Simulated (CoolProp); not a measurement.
p-xylene along the isobar 13.4 MPa: density (kg/m³) from the reference equation and from simpler models built on Tc = 343.0 °C, pc = 3.532 MPa, ω = 0.324; each cubic takes its own stable root.

Computed with CoolProp (reference Helmholtz-energy equation of state, Zhou 2012).

```
T (°C)          phase  reference
------  -------------  ---------
162.25         liquid      751.5
174.55         liquid      740.6
186.85         liquid      729.5
199.15         liquid      718.2
211.45         liquid      706.7
223.75         liquid      695.0
236.05         liquid      683.0
248.35         liquid      670.8
260.65         liquid      658.2
273.05         liquid      645.2
285.35         liquid      632.0
297.65         liquid      618.3
309.95         liquid      604.2
322.25         liquid      589.7
334.55         liquid      574.6
346.85  supercritical      559.0
```

**Question.** How far does each simpler model (van der Waals, Redlich-Kwong, Peng-Robinson) lie from the reference over these 16 states: mean and median of the absolute difference, and the worst?

**Answer.** 
- van der Waals: mean 35.8 %, median 36.3 %, worst -39.1 % at 162.25 °C and 13.4 MPa
- Redlich-Kwong: mean 14.0 %, median 14.2 %, worst -14.3 % at 162.25 °C and 13.4 MPa
- Peng-Robinson: mean 1.3 %, median 0.9 %, worst -3.5 % at 346.85 °C and 13.4 MPa
